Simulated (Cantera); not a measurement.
Ignition delay

Mixture: 22.3 % CO, 1.11 % H2, 1.49 % CH4, 15.8 % O2, 59.3 % N2, equivalence ratio 0.93, at 3380 Torr, adiabatic and at constant pressure. Ignition delay is the time to a rise of 400 K.

Cantera simulation using GRI-Mech 3.0 (53 species, 325 reactions); the numbers are that mechanism's predictions, not measurements.

```json
[
 {"T0 (K)": "1098", "delay (ms)": "0.641"},
 {"T0 (K)": "1173", "delay (ms)": "0.234"},
 {"T0 (K)": "1248", "delay (ms)": "0.107"},
 {"T0 (K)": "1323", "delay (ms)": "0.0579"},
 {"T0 (K)": "1398", "delay (ms)": "0.0361"},
 {"T0 (K)": "1473", "delay (ms)": "0.0251"},
 {"T0 (K)": "1548", "delay (ms)": "0.0188"},
 {"T0 (K)": "1623", "delay (ms)": "0.0149"}
]
```

| Item | Result |
|---|---|
| apparent activation energy between 1473 and 1623 K | 69 kJ/mol |
